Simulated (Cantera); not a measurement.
Cantera run, input and output.

```python
import numpy as np
import cantera as ct

gas = ct.Solution("gri30.yaml")


def delay(T, t_max=10):
    gas.TPX = T, 500000, {'C2H4': 1, 'O2': 6.52, 'N2': 24.5, 'H2O': 1.6}
    reactor = ct.IdealGasReactor(gas, clone=False)
    net = ct.ReactorNet([reactor])
    net.rtol, net.atol = 1e-8, 1e-16
    while net.time < t_max:
        t_old, T_old = net.time, reactor.T
        net.step()
        if reactor.T > T + 400:  # ignition: a rise of 400 K
            return t_old + (T + 400 - T_old) / (reactor.T - T_old) * (net.time - t_old)
    return np.nan


taus = []
for T in [1248, 1348, 1448, 1548, 1648, 1748]:
    taus.append(delay(T))
    print(f"T0 = {T:6g} K   tau = {taus[-1]:.4e} s")
```

Result:

```
T0 =   1248 K   tau = 2.2726e-04 s
T0 =   1348 K   tau = 3.7188e-05 s
T0 =   1448 K   tau = 1.4401e-05 s
T0 =   1548 K   tau = 8.1256e-06 s
T0 =   1648 K   tau = 5.3253e-06 s
T0 =   1748 K   tau = 3.7779e-06 s
```

Model: GRI-Mech 3.0 (53 species, 325 reactions), integrated in Cantera. GRI-Mech 3.0 was tuned for natural gas; its chemistry of ethylene as a main component is partial and can be far from experiment.
